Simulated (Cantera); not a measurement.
## N2O furnace oxynitridation

A perfectly stirred reactor is fed with 70.4 % N₂O, 29.6 % N₂, at 51.0 Torr; it is held at 1450 K, and followed from long to short residence time.

Cantera simulation using GRI-Mech 3.0 (53 species, 325 reactions); the numbers are that mechanism's predictions, not measurements. GRI-Mech 3.0 was tuned for natural gas; its chemistry of N2O as a main component is partial and can be far from experiment. The temperature is held fixed by assumption; the heat of reaction is taken as removed at once.

```csv
τ (s),x N₂O,x O,x O₂,x NO,x N₂,x NO₂
10,0.0275,3.28e-5,0.203,0.0954,0.675,6.11e-5
2.5,0.0913,3.96e-5,0.179,0.0959,0.634,5.73e-5
0.64,0.254,4.24e-5,0.130,0.0730,0.543,4.05e-5
0.16,0.486,4.33e-5,0.0627,0.0357,0.415,1.75e-5
0.041,0.632,4.35e-5,0.0209,0.0119,0.336,4.79e-6
0.010,0.685,4.33e-5,0.00550,0.00315,0.306,7.84e-7
0.0026,0.699,4.26e-5,0.00144,0.000822,0.299,8.44e-8
```
x: mole fraction; the columns are a selection and need not sum to one.
